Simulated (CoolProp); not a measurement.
n-octane along the isotherm 343.15 °C: Z from the reference equation and from simpler models built on Tc = 295.6 °C, pc = 24.84 bar, ω = 0.398; each cubic takes its own stable root.

Values from CoolProp's reference Helmholtz-energy equation of state, Beckmüller 2019.

```
p (bar)          phase  reference  Redlich-Kwong  Soave-Redlich-Kwong  Peng-Robinson
-------  -------------  ---------  -------------  -------------------  -------------
0.196              gas     0.9978         0.9979               0.9980         0.9977
0.317              gas     0.9965         0.9966               0.9968         0.9963
0.512              gas     0.9944         0.9944               0.9948         0.9941
0.828              gas     0.9909         0.9910               0.9915         0.9904
1.34               gas     0.9852         0.9853               0.9863         0.9844
2.16               gas     0.9760         0.9762               0.9778         0.9747
3.49               gas     0.9610         0.9613               0.9639         0.9590
5.64               gas     0.9363         0.9366               0.9409         0.9331
9.11               gas     0.8953         0.8951               0.9027         0.8904
14.7               gas     0.8257         0.8232               0.8374         0.8185
23.8               gas     0.6997         0.6864               0.7185         0.6910
38.4     supercritical     0.4523         0.4243               0.5070         0.4768
62.1     supercritical     0.3989         0.4519               0.4862         0.4459
```
